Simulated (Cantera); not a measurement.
Charge: 1 mol FeS, 1600 mol H₂, 1 mol H₂O, equilibrated at 1675 K and 13.3 mbar.

These are equilibrium values from Cantera (NASA tables, ideal gas, pure condensed phases), not measurements of a reactor. Candidate condensed phases: Fe, FeO, Fe(OH)₂, Fe(OH)₃, FeS, FeSO₄, FeS₂, Fe₂O₃, Fe₂(SO₄)₃, Fe₃O₄, H₂O, H₂SO₄, S; 22 gas species. Equilibrium is a limit: real reactors are often held back by kinetics, nucleation or transport.

Base state: H₂ 0.997, H 0.00100, H₂O 0.000624, H₂S 0.000523, Fe 0.000311, SH 8.05e-5 (mole fractions); condensed: Fe(δ).

Task: What changes in the equilibrium state with this change: temperature from 1675 K to 2150 K?

Result: 
| species | before | after |
|---|---|---|
| H₂ | 0.997 | 0.962 |
| H | 0.00100 | 0.0358 |
| Fe | 0.000311 | 0.000613 |
| H₂S | 0.000523 | 0.000128 |
| S | 5.81e-6 | 0.000196 |
| SH | 8.05e-5 | 0.000272 |
| H₂O | 0.000624 | 0.000609 |
| Fe(δ), mol | 0.501 | 0 |
